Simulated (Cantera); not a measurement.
# N2O furnace oxynitridation

An isothermal, constant-pressure homogeneous reactor starts with 91.2 % N₂O, 6.20 % H₂O, 2.55 % N₂, at 1623 K and 20.0 Torr.

Detailed kinetics in Cantera: GRI-Mech 3.0 (53 species, 325 reactions). GRI-Mech 3.0 was tuned for natural gas; its chemistry of N2O as a main component is partial and can be far from experiment. Radical loss at walls, strong at low pressure, is not modelled. The temperature is held fixed by assumption; the heat of reaction is taken as removed at once.

| t (s) | x N₂O | x H₂O | x HO₂ | x NO₂ | x O | x NO | x H₂O₂ |
|---|---|---|---|---|---|---|---|
| 0.000800 | 0.905 | 0.0616 | 3.81e-5 | 6.20e-6 | 0.000229 | 0.00135 | 2.88e-7 |
| 0.00180 | 0.894 | 0.0613 | 4.09e-5 | 4.22e-5 | 0.000231 | 0.00314 | 2.84e-7 |
| 0.00405 | 0.872 | 0.0608 | 3.52e-5 | 0.000158 | 0.000230 | 0.00703 | 2.26e-7 |
| 0.00912 | 0.824 | 0.0598 | 2.76e-5 | 0.000393 | 0.000226 | 0.0152 | 1.63e-7 |
| 0.0205 | 0.729 | 0.0578 | 1.86e-5 | 0.000643 | 0.000220 | 0.0315 | 9.83e-8 |
| 0.0462 | 0.563 | 0.0542 | 1.00e-5 | 0.000697 | 0.000211 | 0.0596 | 4.75e-8 |
| 0.104 | 0.332 | 0.0493 | 4.04e-6 | 0.000484 | 0.000198 | 0.0974 | 1.83e-8 |
| 0.234 | 0.116 | 0.0448 | 1.10e-6 | 0.000198 | 0.000178 | 0.130 | 5.91e-9 |
| 0.526 | 0.0139 | 0.0426 | 2.05e-7 | 6.80e-5 | 0.000150 | 0.144 | 2.35e-9 |
| 1.18 | 0.000298 | 0.0424 | 1.24e-7 | 8.48e-5 | 6.90e-5 | 0.145 | 1.45e-9 |
| 2.67 | 4.89e-6 | 0.0424 | 1.27e-7 | 9.54e-5 | 5.79e-5 | 0.145 | 1.37e-9 |
| 6.00 | 4.65e-6 | 0.0424 | 1.27e-7 | 9.52e-5 | 5.79e-5 | 0.145 | 1.37e-9 |
x: mole fraction; the columns are a selection and need not sum to one.

Equilibrium at this temperature and pressure: N₂O 2.07e-8, H₂O 0.0424, HO₂ 1.55e-7, NO₂ 1.77e-6, O 6.55e-5, NO 0.00236, H₂O₂ 1.56e-9 (gas phase only).
